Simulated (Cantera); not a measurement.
A perfectly stirred reactor is fed with 9.07 % CH₃OH, 18.4 % O₂, 69.1 % N₂, 3.36 % H₂O, equivalence ratio 0.74, at 17.0 bar; it is adiabatic with a 575 K inlet, and is followed from long to short residence time, starting on the burning branch (τ in s: 0.25, 0.068, 0.018, 0.0048, 0.0013, 0.00034, 9e-05, 2.4e-05, 6.4e-06).

Detailed kinetics in Cantera: GRI-Mech 3.0 (53 species, 325 reactions). GRI-Mech 3.0 was tuned for natural gas; its chemistry of methanol as a main component is partial and can be far from experiment. The pressure lies above the range GRI-Mech 3.0 was tuned for (to about 10 atm).

Predict: blow-out, bracketed by the residence times tried; x(CH₃OH) at τ = 0.250 s; x(O₂) at τ = 0.250 s; x(H₂O) at τ = 0.250 s; x(NO) at τ = 0.250 s; x(CH₃OH) at τ = 1.30 ms; x(O₂) at τ = 1.30 ms; x(H₂O) at τ = 1.30 ms; x(NO) at τ = 1.30 ms.


```json
{
 "blow_out_bracketed_by_the_residence_times_tried": "burning at 24.0 µs, out at 6.40 µs",
 "x(CH₃OH) at τ = 0.250 s": "7.73e-8",
 "x(O₂) at τ = 0.250 s": "0.0446",
 "x(H₂O) at τ = 0.250 s": "0.205",
 "x(NO) at τ = 0.250 s": "0.00223",
 "x(CH₃OH) at τ = 1.30 ms": "1.09e-5",
 "x(O₂) at τ = 1.30 ms": "0.0462",
 "x(H₂O) at τ = 1.30 ms": "0.204",
 "x(NO) at τ = 1.30 ms": "4.67e-5"
}
```
